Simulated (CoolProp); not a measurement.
C3F8 (R218) along the isobar 3.27 MPa: fugacity coefficient from the reference equation and from simpler models built on Tc = 345.0 K, pc = 2.640 MPa, ω = 0.317; each cubic takes its own stable root.

The numbers come from the reference Helmholtz-energy equation of state, Lemmon 2006 in CoolProp. It is a short technical equation, of lower accuracy than the large ones.

```tsv
T (K)	phase	reference	van der Waals	Redlich-Kwong
212.3	liquid	0.01077	0.09924	0.02575
216.6	liquid	0.01367	0.1095	0.03117
220.8	liquid	0.01705	0.1201	0.03721
225.1	liquid	0.02116	0.1315	0.04420
229.3	liquid	0.02586	0.1432	0.05184
233.6	liquid	0.03146	0.1557	0.06056
237.9	liquid	0.03792	0.1688	0.07020
242.1	liquid	0.04512	0.1820	0.08053
246.4	liquid	0.05348	0.1960	0.09206
250.7	liquid	0.06290	0.2105	0.1046
254.9	liquid	0.07317	0.2252	0.1178
259.2	liquid	0.08484	0.2406	0.1322
263.4	liquid	0.09741	0.2561	0.1473
267.7	liquid	0.1115	0.2723	0.1637
272	liquid	0.1269	0.2890	0.1810
276.2	liquid	0.1432	0.3055	0.1988
```
